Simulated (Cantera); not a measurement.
Input: 1 mol FeS, 0.16 mol O2, 4.6 mol CO2, equilibrated at 0.120 bar.

Cantera equilibrium calculation (NASA polynomials, part measured and part estimated; ideal gas, pure solids and liquids). Candidate condensed phases: C, Fe, Fe(CO)5, FeO, FeS, FeSO4, FeS2, Fe2O3, Fe2(SO4)3, Fe3O4, S; 25 gas species. Metal and sulfide melt together well below either melting point, which pure phases cannot show. Mutual solubility and eutectic melting of coexisting phases are not modelled. The tables' stoichiometric FeO is somewhat more stable than real wüstite, so its field is too wide. FeO, FeS: taken at fixed stoichiometry. Gases not in the tables: S3 to S7. Equilibrium is a limit: real reactors are often held back by kinetics, nucleation or transport.

Which condensed phases are stable at each of these points (T (°C)): 450, 550, 650, 750, 850, 950, 1050, 1150, 1250, 1350, 1450, 1550, 1650?


```tsv
T (°C)	condensed phases	Fe condensed (%)
450	FeS(s) + FeS2(s) + Fe3O4(s)	100.0
550	FeS(s) + Fe3O4(s)	100.0
650	FeS(s) + Fe3O4(s)	100.0
750	FeS(s) + Fe3O4(s)	100.0
850	FeS(s) + Fe3O4(s)	100.0
950	FeS(s) + Fe3O4(s)	100.0
1050	FeO(s) + FeS(s)	100.0
1150	FeO(s) + FeS(s)	100.0
1250	FeO(s) + FeS(l)	100.0
1350	FeO(s)	100.0
1450	FeO(l)	100.0
1550	FeO(l)	100.0
1650	FeO(l)	99.9
```

At 450 °C the condensed part is FeS(s) + FeS2(s) + Fe3O4(s). From 550 °C to 950 °C the condensed part is FeS(s) + Fe3O4(s). From 1050 °C to 1150 °C the condensed part is FeO(s) + FeS(s). At 1250 °C the condensed part is FeO(s) + FeS(l). At 1350 °C the condensed part is FeO(s). From 1450 °C to 1650 °C the condensed part is FeO(l).
